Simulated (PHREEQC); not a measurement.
Make-up at 60 °C: 0.0013 mol CaCl2 and 0.25 mol MgSO4 per kg of water. Closed to the air; pH follows from the charge balance.

The numbers come from PHREEQC with the ion-association model, phreeqc.dat.

The ionic strength is 0.293 mol/kgw. The activity of water comes out as 0.994, the specific conductance is 20900 µS/cm and the density is 1.012 g/cm³.

```
species  molality  activity   log γ
-------  --------  --------  ------
MgSO4       0.177     0.189   0.029
Mg+2       0.0730    0.0214  -0.534
SO4-2      0.0724    0.0169  -0.632
Cl-       0.00260   0.00174  -0.173
Ca+2     0.000667  0.000179  -0.572
CaSO4    0.000633  0.000678   0.029
```

No solid was allowed to form. Away from 25 °C the constants follow the database's enthalpies or fits; those with neither stay at their 25 °C values.
